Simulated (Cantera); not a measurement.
An isothermal, constant-pressure homogeneous reactor starts with 12.3 % NO, 87.7 % N₂, at 2125 K and 0.987 atm.

Computed with Cantera and GRI-Mech 3.0 (53 species, 325 reactions).

x: mole fraction; the columns are a selection and need not sum to one.

```tsv
t (s)	x NO	x N₂	x O	x NO₂	x O₂	x N₂O
1.00e-5	0.123	0.877	4.11e-7	1.56e-8	6.81e-10	4.05e-7
5.99e-5	0.123	0.877	2.50e-6	3.41e-7	2.48e-8	2.14e-6
0.000359	0.123	0.877	1.88e-5	3.91e-6	1.23e-6	6.77e-6
0.00215	0.123	0.877	8.25e-5	1.79e-5	7.05e-5	7.90e-6
0.0129	0.122	0.877	0.000100	2.17e-5	0.000828	7.68e-6
0.0774	(withheld)	0.882	(withheld)	3.07e-5	(withheld)	(withheld)
0.464	0.0586	0.909	0.000305	3.30e-5	0.0322	1.94e-6
2.78	0.00672	0.935	0.000401	5.00e-6	0.0582	3.74e-7
16.7	0.00611	0.935	0.000402	4.56e-6	0.0585	3.71e-7
100	0.00611	0.935	0.000402	4.56e-6	0.0585	3.71e-7
```

Q: Complete the blanks.

A: 
- 0.0774, x NO: 0.112
- 0.0774, x O: 0.000152
- 0.0774, x O₂: 0.00571
- 0.0774, x N₂O: 6.47e-6
